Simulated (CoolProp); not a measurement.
Properties of R22 along the isobar 9.17 bar (Tc = 96.1 °C, pc = 49.90 bar, ω = 0.221).

Computed with CoolProp (reference Helmholtz-energy equation of state, Kamei 1995).

```
T (°C)  phase  density (kg/m³)  expansivity (1/kK)  fugacity coefficient
------  -----  ---------------  ------------------  --------------------
77.85     gas            29.53          (withheld)                0.9255
83.35     gas            28.93          (withheld)            (withheld)
88.85     gas            28.37               3.542                0.9330
94.35     gas            27.83               3.443                0.9364
99.85     gas       (withheld)               3.350                0.9395
105.35    gas            26.82          (withheld)                0.9425
110.85    gas            26.35               3.184                0.9453
116.35    gas            25.90               3.108                0.9479
121.85    gas            25.46               3.037            (withheld)
127.35    gas            25.04               2.970                0.9527
132.85    gas            24.64               2.907                0.9549
```

### Question
Complete the blanks.

### Answer

- 77.85, expansivity (1/kK): 3.766
- 83.35, expansivity (1/kK): 3.650
- 83.35, fugacity coefficient: 0.9294
- 99.85, density (kg/m³): 27.31
- 105.35, expansivity (1/kK): 3.264
- 121.85, fugacity coefficient: 0.9504
